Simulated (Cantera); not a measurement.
A perfectly stirred reactor is fed with 26.3 % NO, 73.7 % N2, at 0.0395 atm; it is held at 1725 K, and followed from long to short residence time.

Computed with Cantera and GRI-Mech 3.0 (53 species, 325 reactions). Radical loss at walls, strong at low pressure, is not modelled.

x: mole fraction; the columns are a selection and need not sum to one.

```tsv
τ (s)	x NO	x N2	x NO2	x O2	x O
23	0.246	0.745	3.07e-5	0.00860	3.30e-5
5.0	0.259	0.739	1.94e-5	0.00186	2.20e-5
1.1	0.262	0.737	1.52e-5	0.000382	1.81e-5
0.24	0.263	0.737	1.24e-5	6.45e-5	1.52e-5
0.051	0.263	0.737	…	…	…
0.011	0.263	0.737	1.11e-6	1.42e-7	2.71e-6
0.0024	0.263	0.737	8.79e-8	5.91e-9	6.96e-7
0.00053	0.263	0.737	5.03e-9	2.99e-10	1.64e-7
0.00012	0.263	0.737	2.68e-10	1.56e-11	…
```

### Question
Complete the blanks.

### Answer

- 0.051, x NO2: 6.49e-6
- 0.051, x O2: 5.02e-6
- 0.051, x O: 8.87e-6
- 0.00012, x O: 3.79e-8
